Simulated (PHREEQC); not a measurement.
# Nickel, zinc or cadmium bath

Make-up at 25 °C: 3.6 mmol/kgw NiSO4 and 0.046 mmol/kgw MnSO4. Closed to the air; pH follows from the charge balance.

Model: ion-association model, wateq4f.dat, run in PHREEQC.

No solid was allowed to form.

What pH does the model give?

pH 6.32.

In which forms is Ni present?

Ni+2 81 %, NiSO4 19 % of the Ni.
